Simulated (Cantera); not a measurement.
What does this Cantera script print?

```python
import numpy as np
import cantera as ct

gas_names = """
    B BH BH2 BH3 BN B2 H H2 N NH NH2 NH3 N2 N2H2 N2H4
""".split()
cond_names = """
    B(b) B(L) BN(s)
""".split()


# ... load() reads the species with a 1 bar reference pressure and builds the phases ...
atoms = {
    'BN': {'B': 1, 'N': 1},
    'H2': {'H': 2},
}
top_T = {'BN(s)': 3200}  # K; cautious upper limits of use, not melting points


# ... equilibrate(T, P, feed) seeds the gas with the atoms and calls Mixture.equilibrate('TP', solver="vcs", rtol=1e-11, max_steps=5000) ...
results = []
feed = {'BN': 1, 'H2': 8.7}  # mol
P = 10000  # Pa
for T in [700, 850, 1000, 1150, 1300, 1450, 1600, 1750, 1900]:
    mix = equilibrate(T, P, feed)
    results.append((T, P, feed, dict(zip(mix.species_names, mix.species_moles))))

top = {s: max(r[3][s] / sum(r[3][g] for g in gas_names) for r in results) for s in gas_names}
cols = sorted((s for s in top if top[s] > 0.0001), key=lambda s: -top[s])[:6]
seen = [c for c in cond_names if any(r[3].get(c, 0) > 1e-12 for r in results)]
print("log10 of partial pressures in bar; condensed amounts in mol")
print(f"{'T/K':>10s}" + "".join(f"{s[:9]:>10s}" for s in cols + seen))
for T, P, feed, n in results:
    ng = sum(n[g] for g in gas_names)
    print(f"{T:10.4g}" + "".join(f"{np.log10(max(n[s] / ng * P / 1e5, 1e-99)):10.3f}" for s in cols)
          + "".join(f"{n.get(c, 0):10.4g}" for c in seen))
```

Output:

```
log10 of partial pressures in bar; condensed amounts in mol
       T/K        H2         H       BH2        N2      B(b)     BN(s)
       700    -1.000   -14.097   -17.402   -21.073         0         1
       850    -1.000   -11.188   -14.136   -15.775         0         1
      1000    -1.000    -9.144   -11.852   -12.084         0         1
      1150    -1.000    -7.627    -9.939    -9.823         0         1
      1300    -1.000    -6.456    -8.316    -8.399         0         1
      1450    -1.000    -5.524    -7.045    -7.248         0         1
      1600    -1.000    -4.765    -6.031    -6.284         0    0.9999
      1750    -1.000    -4.134    -5.199    -5.475         0    0.9994
      1900    -1.001    -3.601    -4.594    -4.612  0.001961    0.9957
```

These are equilibrium values from Cantera (NASA tables, ideal gas, pure condensed phases), not measurements of a reactor. Mutual solubility and eutectic melting of coexisting phases are not modelled. The tables' values for BH2 are old estimates; treat these amounts as uncertain.
